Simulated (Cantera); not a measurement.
Feed: 1 mol SiO₂, 2 mol Al₂O₃, 2.4 mol H₂, held at 0.133 bar.

Equilibrium computed with Cantera from the NASA thermochemical tables; the gas is ideal and each condensed phase is pure. Candidate condensed phases: Al, Al₂O₃, Al₂SiO₅, Al₆Si₂O₁₃, H₂O, Si, SiO₂; 28 gas species. Mutual solubility and eutectic melting of coexisting phases are not modelled. Condensed phases not in the tables: alloys, solid solutions and most ternary compounds. The numbers say what is thermodynamically allowed, not how fast it happens.

x: gas mole fraction; n: condensed amount in mol.

```csv
T (K),x H₂,x H₂O,x SiO,x H,x AlOH,x SiH₄,x OH,n Al₂O₃(s),n Al₂SiO₅(andalusite),n Al₆Si₂O₁₃(mullite)
1075,1.00,1.82e-8,1.17e-8,4.02e-8,<1e-12,3.23e-9,<1e-12,1.00,1.00,0
1125,1.00,6.10e-8,5.58e-8,1.22e-7,<1e-12,2.53e-9,<1e-12,0.500,0,0.500
1175,1.000,1.99e-7,1.96e-7,3.36e-7,<1e-12,1.58e-9,<1e-12,0.500,0,0.500
1225,1.000,6.07e-7,6.04e-7,8.54e-7,<1e-12,9.75e-10,<1e-12,0.500,0,0.500
1275,1.000,(withheld),(withheld),(withheld),3.53e-12,(withheld),<1e-12,0.500,0,0.500
1325,1.000,4.38e-6,4.38e-6,4.48e-6,1.37e-11,4.06e-10,<1e-12,0.500,0,0.500
1375,1.000,1.05e-5,1.05e-5,9.38e-6,4.79e-11,2.75e-10,1.78e-12,0.500,0,0.500
1425,1.000,(withheld),(withheld),(withheld),1.53e-10,(withheld),(withheld),0.500,0,0.500
1475,1.000,5.09e-5,5.09e-5,3.55e-5,4.52e-10,1.37e-10,4.74e-11,0.500,0,0.500
1525,1.000,0.000103,0.000103,6.48e-5,1.24e-9,9.98e-11,2.08e-10,0.500,0,0.500
1575,0.999,0.000200,0.000200,0.000114,3.18e-9,7.44e-11,8.27e-10,0.501,0,0.500
1625,0.999,0.000372,0.000372,0.000193,7.70e-9,5.66e-11,3.03e-9,0.501,0,0.500
```

Q: Some entries are withheld; supply them.

A: 
- 1275, x H₂O: 1.70e-6
- 1275, x SiO: 1.69e-6
- 1275, x H: 2.02e-6
- 1275, x SiH₄: 6.19e-10
- 1425, x H₂O: 2.38e-5
- 1425, x SiO: 2.38e-5
- 1425, x H: 1.87e-5
- 1425, x SiH₄: 1.91e-10
- 1425, x OH: 9.73e-12
